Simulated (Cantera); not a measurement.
An adiabatic, constant-volume homogeneous reactor starts with H2 : O2 : N2 = 1 : 0.238 : 1.52 (molar parts), at 1400 K and 500000 Pa.

Cantera simulation using the H2/O2 subset of GRI-Mech 3.0, which has no nitrogen chemistry; the numbers are that mechanism's predictions, not measurements. The hydrogen kinetics of GRI-Mech 3.0 are dated; newer H2 mechanisms differ, most at raised pressure.

x: mole fraction; the columns are a selection and need not sum to one.

```json
[
 {"t (s)": "3.00e-6", "T (K)": "1400", "P (bar)": "5.00", "x H2": "0.362", "x O2": "0.0862", "x O": "[?]", "x OH": "5.17e-6", "x H2O2": "5.26e-7"},
 {"t (s)": "7.44e-6", "T (K)": "2409", "P (bar)": "8.14", "x H2": "0.182", "x O2": "0.000730", "x O": "[?]", "x OH": "0.00922", "x H2O2": "3.29e-7"},
 {"t (s)": "1.84e-5", "T (K)": "2765", "P (bar)": "9.12", "x H2": "0.200", "x O2": "7.26e-5", "x O": "[?]", "x OH": "0.00388", "x H2O2": "6.97e-8"},
 {"t (s)": "4.57e-5", "T (K)": "2798", "P (bar)": "9.20", "x H2": "0.202", "x O2": "4.30e-5", "x O": "0.000118", "x OH": "0.00311", "x H2O2": "4.59e-8"},
 {"t (s)": "0.000113", "T (K)": "2798", "P (bar)": "9.20", "x H2": "0.202", "x O2": "4.28e-5", "x O": "0.000117", "x OH": "0.00310", "x H2O2": "4.57e-8"},
 {"t (s)": "0.000281", "T (K)": "2798", "P (bar)": "9.20", "x H2": "0.202", "x O2": "4.28e-5", "x O": "0.000117", "x OH": "0.00310", "x H2O2": "4.57e-8"},
 {"t (s)": "0.000696", "T (K)": "2798", "P (bar)": "9.20", "x H2": "0.202", "x O2": "4.28e-5", "x O": "0.000117", "x OH": "0.00310", "x H2O2": "4.57e-8"},
 {"t (s)": "0.00172", "T (K)": "2798", "P (bar)": "9.20", "x H2": "0.202", "x O2": "4.28e-5", "x O": "0.000117", "x OH": "0.00310", "x H2O2": "4.57e-8"},
 {"t (s)": "0.00427", "T (K)": "2798", "P (bar)": "9.20", "x H2": "0.202", "x O2": "4.28e-5", "x O": "0.000117", "x OH": "0.00310", "x H2O2": "4.57e-8"},
 {"t (s)": "0.0106", "T (K)": "2798", "P (bar)": "9.20", "x H2": "0.202", "x O2": "4.28e-5", "x O": "0.000117", "x OH": "0.00310", "x H2O2": "4.57e-8"},
 {"t (s)": "0.0263", "T (K)": "2798", "P (bar)": "9.20", "x H2": "0.202", "x O2": "4.28e-5", "x O": "0.000117", "x OH": "0.00310", "x H2O2": "4.57e-8"},
 {"t (s)": "0.0651", "T (K)": "2798", "P (bar)": "9.20", "x H2": "0.202", "x O2": "4.28e-5", "x O": "0.000117", "x OH": "0.00310", "x H2O2": "4.57e-8"},
 {"t (s)": "0.161", "T (K)": "2798", "P (bar)": "9.20", "x H2": "0.202", "x O2": "4.28e-5", "x O": "0.000117", "x OH": "0.00310", "x H2O2": "4.57e-8"},
 {"t (s)": "0.400", "T (K)": "2798", "P (bar)": "9.20", "x H2": "0.202", "x O2": "4.28e-5", "x O": "0.000117", "x OH": "0.00310", "x H2O2": "4.57e-8"}
]
```

Task: Fill in the missing entries.

Result: 
- 3.00e-6, x O: 6.80e-6
- 7.44e-6, x O: 0.00181
- 1.84e-5, x O: 0.000191
